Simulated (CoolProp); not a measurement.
Vapour-liquid equilibrium of ethanol (1) + ethylbenzene (2) at 1.48 bar; x and y are mole fractions of (1).

Computed with CoolProp (multi-fluid Helmholtz-energy mixture model, Schroeder 2014 and Zhou 2012; pair parameters Bell 2016).

**Question.** Give the bubble temperature and the first vapour's composition at x = 0.575, 0.8, 0.95. Is there an azeotrope?

**Answer.** x = 0.575: 91.8 °C, y = 0.865; x = 0.8: 89.9 °C, y = 0.901; x = 0.95: 88.6 °C, y = 0.964. No azeotrope shows between x = 0.05 and 0.95.

Pair parameters are fitted to limited data, so mixtures are less certain than the pure fluids. With so large a gap from Raoult's law the liquid may split in two, which this calculation doesn't test in full.
